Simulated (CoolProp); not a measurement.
Properties of octamethyltrisiloxane (MDM) along the isotherm 575 K (Tc = 565.4 K, pc = 1.438 MPa, ω = 0.528).

Computed with CoolProp (reference Helmholtz-energy equation of state, Thol 2017).

```csv
p (MPa),phase,Z,cv (kJ/(kg K)),Joule-Thomson coefficient (K/MPa),isothermal compressibility (1/MPa),expansivity (1/kK),fugacity coefficient
0.196,gas,0.9560,2.063,8.816,5.346,2.067,0.9577
0.392,gas,0.9084,2.071,9.664,2.829,2.504,0.9156
0.588,gas,0.8565,2.080,10.75,2.026,3.111,0.8738
0.784,gas,0.7987,2.090,12.20,1.667,4.011,0.8319
0.98,gas,0.7330,2.103,14.26,1.513,5.469,0.7900
1.18,gas,0.6535,2.119,17.49,1.523,8.288,0.7466
1.37,gas,0.5572,2.141,22.81,1.792,14.90,0.7042
1.57,supercritical,0.4001,2.177,32.88,3.407,51.64,0.6568
1.76,supercritical,0.2545,2.172,13.68,1.083,34.14,0.6068
1.96,supercritical,0.2507,2.157,6.542,0.3733,15.38,0.5597
2.16,supercritical,0.2610,2.150,4.343,0.2215,10.58,0.5206
```
